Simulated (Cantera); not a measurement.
Charge: 1 mol Fe, 0.076 mol H2S, 26 mol N2, at 0.0100 bar.

Method: chemical equilibrium by Gibbs-energy minimisation in Cantera with the NASA 1993 tables (ideal gas, pure condensed phases). Candidate condensed phases: Fe, FeS, FeS2, S; 16 gas species. Metal and sulfide melt together well below either melting point, which pure phases cannot show. Mutual solubility and eutectic melting of coexisting phases are not modelled. FeS: taken at fixed stoichiometry. Gases not in the tables: S3 to S7. Kinetics and transport are ignored.

Task: Which condensed phases are stable at each of these points (T (°C)): 427, 527, 627, 727, 827, 927, 1027, 1127, 1227?

Result: 
```csv
T (°C),condensed phases,Fe condensed (%)
427,Fe(α) + FeS(s),100.0
527,Fe(α) + FeS(s),100.0
627,Fe(α) + FeS(s),100.0
727,Fe(α) + FeS(s),100.0
827,Fe(α) + FeS(s),100.0
927,Fe(γ) + FeS(s),100.0
1027,Fe(γ) + FeS(s),100.0
1127,Fe(γ) + FeS(s),100.0
1227,Fe(γ),100.0
```

From 427 °C to 827 °C the condensed part is Fe(α) + FeS(s). From 927 °C to 1127 °C the condensed part is Fe(γ) + FeS(s). At 1227 °C the condensed part is Fe(γ).
